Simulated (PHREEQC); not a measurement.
PHREEQC input (ion-association model, wateq4f.dat):

```
SOLUTION 1
  temp 20
  units mol/kgw
  pH 7 charge
  F 0.016152
  Na 0.013
  Si 4.2e-05
  S(6) 0.00012
SOLUTION 2
  temp 20
  units mol/kgw
  pH 7 charge
  F 0.01045
  K 0.00013
  Si 0.00017
END
SELECTED_OUTPUT 1
  -reset false
  -pH true
  -pe true
  -ionic_strength true
  -water true
  -totals F K Na S Si S(-2) S(6)
  -molalities H+ F- K+ Na+ SO4-2 H4SiO4 H3SiO4- H2SiO4-2 NaSO4- KSO4-
    HSO4- H2S HS- S-2 O2 OH- SiF6-2 HF HF2- H2F2
    NaF
  -equilibrium_phases SiO2(a) Mirabilite
PRINT
  -reset false
MIX 1
  1 1
  2 0
EQUILIBRIUM_PHASES 1
  SiO2(a) 0 0
  Mirabilite 0 0
  O2(g) -0.68 10
END
# ... the last block is repeated for the other 10 points of share of solution B
```

Selected output (columns that matter, 11 of 11 rows; share of solution B added in front):

```
share of solution B	pH	mu	F	K	Na	S	Si	m_H+	m_F-	m_K+	m_Na+	m_SO4-2	m_NaSO4-	m_OH-
0	3.7347	0.013281	0.016152	0	0.013	0.00012	4.2e-05	0.00020361	0.012674	0	0.012921	0.00011415	4.5385e-06	4.1474e-11
0.1	3.6163	0.012072	0.015582	1.3e-05	0.0117	0.000108	5.48e-05	0.00026648	0.011451	1.2994e-05	0.011635	0.00010268	3.7434e-06	3.1425e-11
0.2	3.5064	0.010875	0.015012	2.6e-05	0.0104	9.6e-05	6.76e-05	0.0003419	0.010245	2.599e-05	0.010348	9.1158e-05	3.0128e-06	2.4276e-11
0.3	3.4012	0.009692	0.014441	3.9e-05	0.0091	8.4e-05	8.04e-05	0.0004339	0.0090593	3.8987e-05	0.0090592	7.9583e-05	2.3499e-06	1.8949e-11
0.4	3.2978	0.0085305	0.013871	5.2e-05	0.0078	7.2e-05	9.32e-05	0.00054819	0.007899	5.1984e-05	0.0077691	6.7965e-05	1.7585e-06	1.4848e-11
0.5	3.1939	0.0073981	0.013301	6.5e-05	0.0065	6e-05	0.000106	0.00069313	0.0067723	6.4984e-05	0.0064777	5.632e-05	1.243e-06	1.1618e-11
0.6	3.0876	0.0063072	0.012731	7.8e-05	0.0052	4.8e-05	0.0001188	0.00088089	0.0056907	7.7984e-05	0.0051849	4.4678e-05	8.0859e-07	9.0389e-12
0.7	2.9775	0.0052753	0.012161	9.1e-05	0.0039	3.6e-05	0.0001316	0.0011291	0.0046711	9.0986e-05	0.0038906	3.3097e-05	4.6098e-07	6.9685e-12
0.8	2.863	0.0043266	0.01159	0.000104	0.0026	2.4e-05	0.0001444	0.0014616	0.0037362	0.00010399	0.002595	2.1672e-05	2.0665e-07	5.317e-12
0.9	2.745	0.0034901	0.01102	0.000117	0.0013	1.2e-05	0.0001572	0.0019073	0.0029131	0.00011699	0.001298	1.0566e-05	5.1722e-08	4.0247e-12
1	2.6266	0.0027917	0.01045	0.00013	0	0	0.00017	0.0024917	0.002226	0.00013	0	0	0	3.0447e-12
```

SiF6-2 is the database's only silicon fluoride.
